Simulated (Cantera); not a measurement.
Input (Python, Cantera):

```python
import numpy as np
import cantera as ct

gas = ct.Solution("gri30.yaml", transport_model="multicomponent")
show = ['O', 'H2O', 'H2']

rows = []
print(f"{'T/K':>7s}{'rho':>11s}{'cp':>10s}{'mu':>11s}{'lambda':>11s}{'Pr':>7s}" + "".join(f"{'D_' + s:>11s}" for s in show))
for T in [400, 650, 900, 1150, 1400, 1650, 1900, 2150, 2400]:
    gas.TPX = T, 100000, {'N2O': 0.37, 'H2O': 0.38}
    Pr = gas.cp_mass * gas.viscosity / gas.thermal_conductivity
    D = [gas.mix_diff_coeffs_mole[gas.species_index(s)] for s in show]
    rows.append([gas.density, gas.cp_mass, gas.viscosity, gas.thermal_conductivity, Pr, *D])
    print(f"{T:7g}{gas.density:11.4e}{gas.cp_mass:10.1f}{gas.viscosity:11.4e}"
          f"{gas.thermal_conductivity:11.4e}{Pr:7.3f}" + "".join(f"{d:11.4e}" for d in D))
print("SI units: kg/m3, J/kg/K, Pa s, W/m/K, m2/s")
```

It prints:

```
    T/K        rho        cp         mu     lambda     Pr        D_O      D_H2O       D_H2
    400 9.2732e-01    1246.1 1.7450e-05 3.2006e-02  0.679 5.1758e-05 2.9593e-05 1.2571e-04
    650 5.7066e-01    1399.7 2.7249e-05 5.6404e-02  0.676 1.2203e-04 7.5264e-05 2.9119e-04
    900 4.1214e-01    1520.5 3.5979e-05 8.1074e-02  0.675 2.1328e-04 1.3682e-04 5.0520e-04
   1150 3.2255e-01    1615.4 4.3894e-05 1.0544e-01  0.672 3.2290e-04 2.1181e-04 7.6204e-04
   1400 2.6495e-01    1693.4 5.1176e-05 1.2927e-01  0.670 4.4924e-04 2.9872e-04 1.0580e-03
   1650 2.2480e-01    1758.4 5.7953e-05 1.5240e-01  0.669 5.9114e-04 3.9652e-04 1.3906e-03
   1900 1.9523e-01    1811.6 6.4318e-05 1.7467e-01  0.667 7.4774e-04 5.0453e-04 1.7577e-03
   2150 1.7252e-01    1854.6 7.0339e-05 1.9597e-01  0.666 9.1836e-04 6.2223e-04 2.1577e-03
   2400 1.5455e-01    1888.7 7.6068e-05 2.1624e-01  0.664 1.1024e-03 7.4926e-04 2.5893e-03
SI units: kg/m3, J/kg/K, Pa s, W/m/K, m2/s
```

Detailed kinetics in Cantera: GRI-Mech 3.0 (53 species, 325 reactions). Polar gases are described roughly by these parameters. The composition is frozen, though it would react at the higher temperatures.
